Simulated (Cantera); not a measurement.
Cantera run, input and output.

```python
import numpy as np
import cantera as ct

gas = ct.Solution("gri30.yaml")
gas.TPX = 1750, 1000000, {'CH4': 1, 'H2O': 0.6, 'H2': 0.8}
reactor = ct.IdealGasConstPressureReactor(gas, energy="off", clone=False)
net = ct.ReactorNet([reactor])
net.rtol, net.atol = 1e-08, 1e-18
show = ['CH4', 'H2O', 'H2', 'HCO', 'CO']
times = np.geomspace(1e-05, 300, 9)

steps = ct.SolutionArray(gas, extra=["t"])
rows = []
print(f"{'t/s':>10s}{'T/K':>9s}{'P/Pa':>11s}" + "".join(f"{s:>11s}" for s in show))
for t in times:
    while net.time < t:
        t_next = net.step()
        steps.append(gas.state, t=t_next)
    rows.append([np.interp(t, steps.t, y) for y in (steps.T, steps.P, *steps(*show).X.T)])
    print(f"{t:10.3e}{rows[-1][0]:9.1f}{rows[-1][1]:11.4g}" + "".join(f"{x:11.3e}" for x in rows[-1][2:]))
rate = np.gradient(steps.T, steps.t)
print("integrator steps:", len(steps.t))
if steps.T.max() > steps.T[0] + 200:
    print(f"time of steepest temperature rise: {steps.t[rate.argmax()]:.4e} s")
gas.TPX = 1750, 1000000, {'CH4': 1, 'H2O': 0.6, 'H2': 0.8}
gas.equilibrate("TP")
print(f"equilibrium (TP): T = {gas.T:.1f} K  " + "  ".join(f"{s} {gas[s].X[0]:.3e}" for s in show))
```

It prints:

```
       t/s      T/K       P/Pa        CH4        H2O         H2        HCO         CO
 1.000e-05   1750.0      1e+06  4.145e-01  2.499e-01  3.343e-01  5.912e-10  3.964e-07
 8.603e-05   1750.0      1e+06  3.996e-01  2.482e-01  3.447e-01  4.052e-09  4.775e-05
 7.401e-04   1750.0      1e+06  3.030e-01  2.313e-01  4.233e-01  3.122e-09  5.987e-04
 6.367e-03   1750.0      1e+06  1.321e-01  1.940e-01  5.684e-01  3.790e-09  6.675e-03
 5.477e-02   1750.0      1e+06  1.086e-01  1.357e-01  6.269e-01  1.994e-08  4.782e-02
 4.712e-01   1750.0      1e+06  8.388e-02  3.546e-02  7.156e-01  5.577e-08  1.301e-01
 4.054e+00   1750.0      1e+06  6.856e-02  2.615e-04  7.509e-01  7.033e-08  1.606e-01
 3.487e+01   1750.0      1e+06  6.844e-02  3.180e-05  7.512e-01  7.042e-08  1.608e-01
 3.000e+02   1750.0      1e+06  6.844e-02  3.180e-05  7.512e-01  7.042e-08  1.608e-01
integrator steps: 1443
equilibrium (TP): T = 1750.0 K  CH4 6.844e-02  H2O 3.281e-05  H2 7.512e-01  HCO 7.042e-08  CO 1.608e-01
```

Model: GRI-Mech 3.0 (53 species, 325 reactions), integrated in Cantera. GRI-Mech 3.0 stops at C3 and has no aromatics, soot or wall deposition, so with more carbon than oxygen in the feed, carbon stays in small species such as C2H2 where larger ones or solid carbon would form.
